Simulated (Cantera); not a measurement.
Feed: 1 mol Fe3O4, 2 mol H2, 39 mol N2, equilibrated at 0.00133 bar.

Cantera equilibrium calculation (NASA polynomials, part measured and part estimated; ideal gas, pure solids and liquids). Candidate condensed phases: Fe, FeO, Fe(OH)2, Fe(OH)3, Fe2O3, Fe3O4, H2O; 27 gas species. The tables' stoichiometric FeO is somewhat more stable than real wüstite, so its field is too wide. FeO: taken at fixed stoichiometry. The numbers say what is thermodynamically allowed, not how fast it happens.

At 1923 K, list the 6 most abundant gas species with their mole fractions, and the condensed phases.

N2 0.935, H2O 0.0363, Fe 0.0141, H2 0.00992, H 0.00257, FeO 0.000848. Condensed: FeO(l).
